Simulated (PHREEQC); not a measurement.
A solution holds 0.0024 mol HF, 0.00062 mol KF and 0.00026 mol H2SO4 per kg of water, at 4.2 °C. Closed to the air; pH follows from the charge balance.

Equilibrium calculation in PHREEQC: ion-association model, phreeqc.dat.

The ionic strength comes out as 0.00212 mol/kgw. What activity coefficients do H+, F-, HSO4-, SO4-2, K+ get?

H+ 0.95, F- 0.95, HSO4- 0.95, SO4-2 0.82, K+ 0.95.

No solid was allowed to form. Species that the database lacks are ignored. Constants without temperature data keep their 25 °C values here.
